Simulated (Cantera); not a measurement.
Cantera run:

```python
import numpy as np
import cantera as ct

gas_names = """
    B BH BH2 BH3 BN BO BO2 B2 B2O B2O2 B2O3 B3O3H3 H HBO HBO2 HNO HNO2 HNO3 HO2 H2 H2O H2O2 H3B3O6 N NH
    NH2 NH3 NH2OH NO NO2 NO3 N2 N2H2 N2H4 N2O O OH O2 O3
""".split()
cond_names = """
    B(b) B(L) BN(s) B2O3(L) B3O3H3(cr) H2O(s) H2O(L)
""".split()


# ... load() reads the species with a 1 bar reference pressure and builds the phases ...
atoms = {
    'B2H6': {'B': 2, 'H': 6},
    'O2': {'O': 2},
    'N2': {'N': 2},
}
top_T = {'BN(s)': 3200}  # K; cautious upper limits of use, not melting points


# ... equilibrate(T, P, feed) seeds the gas with the atoms and calls Mixture.equilibrate('TP', solver="vcs", rtol=1e-11, max_steps=5000) ...
results = []
feed = {'B2H6': 1, 'O2': 0.21, 'N2': 0.19}  # mol
T = 1375  # K
P = 880  # Pa
mix = equilibrate(T, P, feed)
results.append((T, P, feed, dict(zip(mix.species_names, mix.species_moles))))
print(gas.report(threshold=0.001))
for i in range(1, mix.n_phases):
    print(f"{mix.phase(i).name:16s} {mix.phase_moles(i):12.5e} mol")
```

It prints:

```
       temperature   1375 K
          pressure   880 Pa
           density   0.00018084 kg/m^3
  mean mol. weight   2.3494 kg/kmol
   phase of matter   gas

                          1 kg             1 kmol
                     ---------------   ---------------
          enthalpy         1.258e+07        2.9556e+07  J
   internal energy         7.714e+06        1.8123e+07  J
           entropy             92464        2.1723e+05  J/K
    Gibbs function       -1.1456e+08       -2.6914e+08  J
 heat capacity c_p             13707             32202  J/K
 heat capacity c_v             10168             23888  J/K

                      mass frac. Y      mole frac. X     chem. pot. / RT
                     ---------------   ---------------   ---------------
               HBO           0.10194         0.0086094            -55.03
                H2           0.84916           0.98958           -23.096
     [  +37 minor]          0.048904          0.001814

B(b)              1.32793e+00 mol
BN(s)             3.80000e-01 mol
B2O3(L)           1.26995e-01 mol
B3O3H3(cr)        0.00000e+00 mol
```

These are equilibrium values from Cantera (NASA tables, ideal gas, pure condensed phases), not measurements of a reactor. The feed counts by its element totals alone. N2 is the only nitrogen source here; it is nearly inert below about 1500 K, so the nitride shown seldom forms there in practice. Mutual solubility and eutectic melting of coexisting phases are not modelled.
